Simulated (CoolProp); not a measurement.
Vapour-liquid equilibrium of acetone (1) + cyclohexane (2) at 10.1 bar; x and y are mole fractions of (1).

The numbers come from the multi-fluid Helmholtz-energy mixture model, Lemmon 2006 and Zhou 2014; pair parameters Bell 2016 in CoolProp.

```json
[
 {"x": "0.05", "bubble temperature (°C)": "172.9", "y at the bubble point": "0.166", "dew temperature at overall composition x (°C)": "179.7", "liquid density (mol/L)": "7.359"},
 {"x": "0.15", "bubble temperature (°C)": "160.6", "y at the bubble point": "0.365", "dew temperature at overall composition x (°C)": "173.8", "liquid density (mol/L)": "7.684"},
 {"x": "0.25", "bubble temperature (°C)": "153.8", "y at the bubble point": "0.475", "dew temperature at overall composition x (°C)": "167.8", "liquid density (mol/L)": "7.959"},
 {"x": "0.35", "bubble temperature (°C)": "149.6", "y at the bubble point": "0.547", "dew temperature at overall composition x (°C)": "161.5", "liquid density (mol/L)": "8.230"},
 {"x": "0.45", "bubble temperature (°C)": "146.9", "y at the bubble point": "0.605", "dew temperature at overall composition x (°C)": "155.3", "liquid density (mol/L)": "8.519"},
 {"x": "0.55", "bubble temperature (°C)": "145.0", "y at the bubble point": "0.657", "dew temperature at overall composition x (°C)": "149.5", "liquid density (mol/L)": "8.840"},
 {"x": "0.65", "bubble temperature (°C)": "143.6", "y at the bubble point": "0.711", "dew temperature at overall composition x (°C)": "145.2", "liquid density (mol/L)": "9.202"},
 {"x": "0.75", "bubble temperature (°C)": "142.8", "y at the bubble point": "0.772", "dew temperature at overall composition x (°C)": "143.0", "liquid density (mol/L)": "9.611"},
 {"x": "0.85", "bubble temperature (°C)": "142.5", "y at the bubble point": "0.846", "dew temperature at overall composition x (°C)": "142.6", "liquid density (mol/L)": "10.07"},
 {"x": "0.95", "bubble temperature (°C)": "143.1", "y at the bubble point": "0.942", "dew temperature at overall composition x (°C)": "143.2", "liquid density (mol/L)": "10.57"}
]
```

y crosses x between x = 0.75 and 0.85: the model has an azeotrope there.

The pair parameters rest on a limited set of measurements; away from them the model extrapolates.
